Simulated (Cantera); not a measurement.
## Boron, boron nitride and boron oxide: BCl3 + H2O + N2

Charge: 1 mol BCl3, 5.7 mol H2O, 6.6 mol N2, at 0.100 bar.

Equilibrium computed with Cantera from the NASA thermochemical tables; the gas is ideal and each condensed phase is pure. Candidate condensed phases: B, BN, B2O3, B3O3H3, H2O, NH4Cl; 49 gas species. The tables' values for BOCl are old estimates; treat these amounts as uncertain. Gases not in the tables: H3BO3. Rates play no part.

```
T (°C)   x N2  x H2O  x HCl    x HBO2      x H2      x Cl      x OH       x H  n B2O3(l)
------  -----  -----  -----  --------  --------  --------  --------  --------  ---------
675     0.479  0.302  0.218   1.44e-5   7.44e-7   3.99e-7  8.40e-10  1.43e-12      0.460
825     0.478  0.303  0.217  0.000293   5.40e-6   6.56e-6   4.49e-8  1.82e-10      0.479
975     0.478  0.302  0.217   0.00278   3.15e-5   4.89e-5   8.12e-7   8.28e-9      0.470
1125    0.475  0.294  0.215    0.0157  0.000142  0.000223   7.28e-6   1.78e-7      0.384
1275    0.464  0.265  0.210    0.0595  0.000490  0.000738   3.89e-5   2.15e-6     0.0641
1425    0.461  0.259  0.207    0.0676   0.00141   0.00197  0.000162   1.72e-5          0
1575    0.460  0.258  0.205    0.0666   0.00347   0.00443  0.000540   9.87e-5          0
1725    0.458  0.255  0.199    0.0652   0.00746   0.00872   0.00149  0.000438          0
1875    0.455  0.249  0.191    0.0633    0.0143    0.0154   0.00353   0.00158          0
2025    0.449  0.238  0.179    0.0603    0.0249    0.0248   0.00734   0.00478          0
2175    0.440  0.219  0.163    0.0559    0.0393    0.0368    0.0136    0.0125          0
```
x: gas mole fraction; n: condensed amount in mol.

From 675 °C to 1275 °C the condensed part is B2O3(l). From 1425 °C to 2175 °C nothing is condensed.
